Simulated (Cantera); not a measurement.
Mixture: CH4 : H2 : O2 : N2 = 1 : 0.032 : 1.34 : 6.85 (molar parts), at 1.00 atm, adiabatic and at constant pressure. Ignition delay is the time to a rise of 400 K.

Cantera simulation using GRI-Mech 3.0 (53 species, 325 reactions); the numbers are that mechanism's predictions, not measurements.

Problem. What does this change do: N2 6.85 to 15 parts?

Solution. 
| quantity | before | after |
|---|---|---|
| delay at 1175 K | 73.8 ms | 0.173 s |
| delay at 1275 K | 20.3 ms | 47.5 ms |
| delay at 1375 K | 6.02 ms | 13.7 ms |
| delay at 1475 K | 1.98 ms | 4.22 ms |
| delay at 1575 K | 0.741 ms | 1.47 ms |
| delay at 1675 K | 0.320 ms | 0.595 ms |
| apparent activation energy between 1475 and 1675 K | 190 kJ/mol | 200 kJ/mol |

Problem. What does this change do: pressure from 1.00 atm to 1.09 atm?

Solution. 
| quantity | before | after |
|---|---|---|
| delay at 1175 K | 73.8 ms | 68.6 ms |
| delay at 1275 K | 20.3 ms | 19.0 ms |
| delay at 1375 K | 6.02 ms | 5.67 ms |
| delay at 1475 K | 1.98 ms | 1.87 ms |
| delay at 1575 K | 0.741 ms | 0.697 ms |
| delay at 1675 K | 0.320 ms | 0.299 ms |
| apparent activation energy between 1475 and 1675 K | 190 kJ/mol | 190 kJ/mol |
